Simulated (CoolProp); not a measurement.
Vapour-liquid equilibrium of p-xylene (1) + n-nonane (2) at 339.7 K; x and y are mole fractions of (1).

Model: multi-fluid Helmholtz-energy mixture model, Zhou 2012 and Lemmon 2006; pair parameters Bell 2016, in CoolProp.

```tsv
x	bubble pressure, mixture model (kPa)	bubble pressure, Raoult's law (kPa)	y, mixture model	y, Raoult's law
0.05	5.638	5.590	0.089	0.081
0.125	5.967	5.867	0.205	0.194
0.2	6.275	6.145	0.306	0.296
0.275	6.568	6.422	0.396	0.390
0.35	…	6.699	0.478	0.476
0.425	…	6.977	0.553	0.555
0.5	7.387	7.254	0.623	0.627
0.575	7.648	7.532	0.688	0.695
0.65	…	7.809	0.750	0.758
0.725	8.164	8.087	0.809	0.816
0.8	8.420	8.364	0.865	0.871
0.875	8.676	8.642	0.918	0.922
0.95	8.933	8.919	0.968	0.970
```

Task: Fill in the missing entries.

Result: 
- 0.35, bubble pressure, mixture model (kPa): 6.849
- 0.425, bubble pressure, mixture model (kPa): 7.121
- 0.65, bubble pressure, mixture model (kPa): 7.907

The largest gap from Raoult's law is +2.3 % in bubble pressure, at x = 0.275. No azeotrope shows between x = 0.05 and 0.95.

The pair parameters rest on a limited set of measurements; away from them the model extrapolates.
